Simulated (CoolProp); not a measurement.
R410A at 298.15 K and 0.713 MPa flows at 0.32 m/s in a round tube of 20 mm bore and 45 µm roughness, fully developed (64/Re and Nu = 3.66 if laminar; Colebrook and Gnielinski if turbulent). Each further row changes one setting.

The numbers come from the reference Helmholtz-energy equation of state, Lemmon 2003 in CoolProp. It is a pseudo-pure fit of the blend.

| case | Reynolds number | Darcy friction factor | pressure drop (Pa/m) | heat-transfer coefficient (W/(m² K)) | mass flow (kg/h) |
|---|---|---|---|---|---|
| as stated | 11300 | 0.0333 | 1.98 | 28.6 | 8.38 |
| velocity 0.64 m/s | 22600 | 0.0297 | 7.04 | 53.2 | 16.8 |
| diameter 40 mm | 22600 | 0.0276 | 0.817 | 24.7 | 33.5 |

Viscosity comes from a separate model (Geller 2000). Thermal conductivity comes from a separate model (Geller 2001).
